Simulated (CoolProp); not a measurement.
Properties of methane along the isotherm 97 K.

The numbers come from the reference Helmholtz-energy equation of state, Setzmann 1991 in CoolProp.

| p (MPa) | phase | density (kg/m³) | cp (kJ/(kg K)) | conductivity (mW/(m K)) | fugacity coefficient |
|---|---|---|---|---|---|
| 0.00727 | gas | 0.1452 | 2.090 | 9.50 | 0.9962 |
| 0.011 | gas | 0.2201 | 2.098 | 9.51 | 0.9943 |
| 0.0165 | gas | 0.3311 | 2.111 | 9.53 | 0.9914 |
| 0.0377 | liquid | 443.0 | 3.393 | 203 | 0.6518 |
| 0.0568 | liquid | 443.0 | 3.393 | 203 | 0.4330 |
| 0.0857 | liquid | 443.0 | 3.393 | 204 | 0.2874 |
| 0.129 | liquid | 443.1 | 3.393 | 204 | 0.1913 |
| 0.195 | liquid | 443.1 | 3.392 | 204 | 0.1269 |
| 0.294 | liquid | 443.2 | 3.392 | 204 | 0.08455 |
| 0.444 | liquid | 443.3 | 3.391 | 204 | 0.05636 |
| 0.67 | liquid | 443.5 | 3.389 | 204 | 0.03773 |
| 1.01 | liquid | 443.7 | 3.387 | 204 | 0.02541 |
| 1.52 | liquid | 444.1 | 3.383 | 205 | 0.01728 |
| 2.3 | liquid | 444.6 | 3.378 | 206 | 0.01182 |

Thermal conductivity comes from a separate model (Friend 1989).
